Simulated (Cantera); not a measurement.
A perfectly stirred reactor is fed with 6.28 % CH4, 19.6 % O2, 74.1 % N2, at 0.280 bar; it is adiabatic with a 575 K inlet, and is followed from long to short residence time, starting on the burning branch (τ in s: 0.48, 0.18, 0.066, 0.025, 0.0092, 0.0035, 0.0013, 0.00048, 0.00018, 6.7e-05, 2.5e-05, 9.4e-06).

Cantera simulation using GRI-Mech 3.0 (53 species, 325 reactions); the numbers are that mechanism's predictions, not measurements.

Task: Predict: blow-out, bracketed by the residence times tried; x(CH4) at τ = 0.480 s; x(O2) at τ = 0.480 s; x(H) at τ = 0.480 s; x(NO) at τ = 0.480 s; x(CH4) at τ = 1.30 ms; x(O2) at τ = 1.30 ms; x(H) at τ = 1.30 ms; x(CH2CO) at τ = 1.30 ms; x(NO) at τ = 1.30 ms.

Result: 
```
Item                                                                            Result
------------------------------------------------  ------------------------------------
blow-out, bracketed by the residence times tried  burning at 0.480 ms, out at 0.180 ms
x(CH4) at τ = 0.480 s                                                          3.27e-6
x(O2) at τ = 0.480 s                                                            0.0699
x(H) at τ = 0.480 s                                                            7.51e-5
x(NO) at τ = 0.480 s                                                          0.000186
x(CH4) at τ = 1.30 ms                                                         0.000239
x(O2) at τ = 1.30 ms                                                            0.0751
x(H) at τ = 1.30 ms                                                            0.00563
x(CH2CO) at τ = 1.30 ms                                                        2.76e-8
x(NO) at τ = 1.30 ms                                                           1.01e-5
```
